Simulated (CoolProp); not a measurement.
Normal hydrogen at 298.15 K and 0.942 MPa flows at 1.7 m/s in a round tube of 4.6 mm bore and 15 µm roughness, fully developed (64/Re and Nu = 3.66 if laminar; Colebrook and Gnielinski if turbulent). Each further row changes one setting.

The numbers come from the reference Helmholtz-energy equation of state, Leachman 2009 in CoolProp.

```csv
case,Reynolds number,Darcy friction factor,pressure drop (Pa/m),heat-transfer coefficient (W/(m² K)),mass flow (kg/h)
as stated,669,…,…,149,…
velocity 3.4 m/s,1340,0.0478,…,149,…
diameter 9.2 mm,1340,0.0478,…,…,…
```

### Question
Complete the blanks.

### Answer

- as stated, Darcy friction factor: 0.0957
- as stated, pressure drop (Pa/m): 22.9
- as stated, mass flow (kg/h): 0.0775
- velocity 3.4 m/s, pressure drop (Pa/m): 45.8
- velocity 3.4 m/s, mass flow (kg/h): 0.155
- diameter 9.2 mm, pressure drop (Pa/m): 5.72
- diameter 9.2 mm, heat-transfer coefficient (W/(m² K)): 74.4
- diameter 9.2 mm, mass flow (kg/h): 0.310

Viscosity comes from a separate model (Muzny 2013). Thermal conductivity comes from a separate model (Assael 2011).
